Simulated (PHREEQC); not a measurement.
Model water analysis in mg/kgw, 55 °C, pH 5.72, pe 9.8: Na 0.00336; K 0.0366; Ca 0.0067; Mg 0.00764; Cl 0.0301; S(6) as SO4 0.019; Alkalinity as HCO3 0.0489; Si as SiO2 1.99e-05; Pb 0.000601; N(5) as NO3 0.00323; Zn 0.00118.

Na is adjusted to close the charge balance.
Valence states are taken as typed.

All values are PHREEQC results (ion-association model, wateq4f.dat), not measurements.

```json
[
 {"quantity": "ionic strength (mol/kgw)", "before": "4.71e-6", "after": "6.41e-6"},
 {"quantity": "CO2 (mol/kgw)", "before": "9.82e-6", "after": "9.82e-6"},
 {"quantity": "HCO3- (mol/kgw)", "before": "2.67e-6", "after": "2.67e-6"},
 {"quantity": "CO3-2 (mol/kgw)", "before": "9.85e-11", "after": "9.87e-11"},
 {"quantity": "ZnOH+ (mol/kgw)", "before": "8.11e-11", "after": "8.10e-11"},
 {"quantity": "HSO4- (mol/kgw)", "before": "7.49e-11", "after": "7.48e-11"},
 {"quantity": "SI of Pb(OH)2 (Pb(OH)2)", "before": "-4.32", "after": "-4.32"},
 {"quantity": "SI of Quartz (SiO2)", "before": "-5.90", "after": "-5.90"}
]
```

**Question.** Which change was made?
A) Cl from 0.0301 to 0.0903 mg/kgw
B) pH from 5.72 to 6.02 at the same alkalinity
C) temperature from 55 to 60 °C at the same typed pH
D) Si from 1.99e-05 to 5.97e-05 mg/kgw

**Answer.** A, Cl from 0.0301 to 0.0903 mg/kgw

This is a speciation only: nothing precipitates in the calculation. At this temperature some constants are extrapolated from 25 °C, and those without enthalpy data are left unchanged.
